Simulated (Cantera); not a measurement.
A Cantera script and its output.

```python
import numpy as np
import cantera as ct

gas = ct.Solution("h2o2.yaml")
gas.TPX = 300, 500000, {'H2': 1, 'O2': 0.227, 'N2': 0.855}
flame = ct.FreeFlame(gas, width=0.013)
flame.set_refine_criteria(ratio=3, slope=0.08, curve=0.16)
flame.transport_model = "mixture-averaged"
flame.solve(loglevel=0, auto=True)
z, T = flame.grid, flame.T
thick = (T[-1] - T[0]) / np.gradient(T, z).max()
show = ['H2', 'O2', 'O', 'HO2', 'H2O', 'H']
print(f"laminar burning velocity  {flame.velocity[0] * 100:.3f} cm/s")
print(f"burnt temperature         {T[-1]:.1f} K")
print(f"thermal thickness         {thick * 1e3:.4f} mm")
print(f"grid points               {len(z)}")
z0 = z[flame.heat_release_rate.argmax()]
print(f"{'z/mm':>9s}{'T/K':>9s}{'u/(m/s)':>9s}" + "".join(f"{s:>11s}" for s in show))
rows = []
for k in (-3, -2, -1.5, -1, -0.5, -0.25, 0, 0.25, 0.5, 1, 2, 4, 8):
    zz = z0 + k * thick
    rows.append([k * thick, np.interp(zz, z, T), np.interp(zz, z, flame.velocity),
                 *(np.interp(zz, z, flame.X[gas.species_index(s)]) for s in show)])
    print(f"{rows[-1][0] * 1e3:9.3f}{rows[-1][1]:9.1f}{rows[-1][2]:9.3f}" + "".join(f"{x:11.3e}" for x in rows[-1][3:]))
```

Result:

```
laminar burning velocity  258.710 cm/s
burnt temperature         2003.9 K
thermal thickness         0.0474 mm
grid points               112
     z/mm      T/K  u/(m/s)         H2         O2          O        HO2        H2O          H
   -0.142    300.0    2.587  4.803e-01  1.090e-01  6.674e-12  3.606e-11  9.672e-10  8.033e-17
   -0.095    300.1    2.587  4.803e-01  1.090e-01  2.348e-10  2.579e-09  5.983e-08  8.213e-15
   -0.071    300.4    2.589  4.800e-01  1.091e-01  2.313e-09  4.252e-08  8.865e-07  4.252e-13
   -0.047    304.4    2.617  4.784e-01  1.094e-01  4.040e-08  1.570e-06  2.800e-05  6.193e-11
   -0.024    414.5    3.456  4.582e-01  1.117e-01  4.231e-06  3.718e-04  4.274e-03  4.732e-06
   -0.012    753.8    6.064  4.198e-01  1.021e-01  1.171e-04  9.397e-04  3.525e-02  1.540e-03
    0.000   1149.3    9.053  3.701e-01  7.664e-02  6.072e-04  4.006e-04  9.352e-02  1.008e-02
    0.012   1427.8   11.170  3.237e-01  4.491e-02  1.110e-03  1.924e-04  1.553e-01  2.228e-02
    0.024   1589.1   12.412  2.932e-01  2.134e-02  9.338e-04  8.594e-05  1.994e-01  3.067e-02
    0.047   1728.6   13.467  2.737e-01  3.850e-03  3.359e-04  1.460e-05  2.327e-01  3.313e-02
    0.095   1821.4   14.124  2.746e-01  2.410e-04  1.208e-04  9.148e-07  2.409e-01  2.585e-02
    0.190   1892.4   14.605  2.800e-01  2.450e-05  5.397e-05  1.342e-07  2.429e-01  1.692e-02
    0.380   1942.8   14.939  2.844e-01  8.236e-06  2.015e-05  5.148e-08  2.442e-01  1.002e-02
```

Computed with Cantera and the H2/O2 subset of GRI-Mech 3.0, which has no nitrogen chemistry. The hydrogen kinetics of GRI-Mech 3.0 are dated; newer H2 mechanisms differ, most at raised pressure. Burning velocities carry a grid error of a few per cent, more on coarse grids.
